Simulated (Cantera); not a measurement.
Mixture: 34.6 % CO, 2.22 % H2, 13.2 % O2, 49.5 % N2, 0.450 % H2O, at 500000 Pa, adiabatic and at constant pressure. Ignition delay is the time to a rise of 400 K.

Cantera simulation using GRI-Mech 3.0 (53 species, 325 reactions); the numbers are that mechanism's predictions, not measurements. The hydrogen kinetics of GRI-Mech 3.0 are dated; newer H2 mechanisms differ, most at raised pressure. Below about 950 K walls govern HO2 and H2O2 in real vessels.

Predict: delay at 850 K; delay at 925 K; delay at 1000 K; delay at 1075 K; delay at 1150 K; delay at 1225 K; delay at 1300 K; apparent activation energy between 1150 and 1300 K.


```
Property                                                Result
--------------------------------------------------  ----------
delay at 850 K                                         0.277 s
delay at 925 K                                         24.2 ms
delay at 1000 K                                        2.98 ms
delay at 1075 K                                       0.424 ms
delay at 1150 K                                        83.6 µs
delay at 1225 K                                        34.0 µs
delay at 1300 K                                        20.3 µs
apparent activation energy between 1150 and 1300 K  120 kJ/mol
```
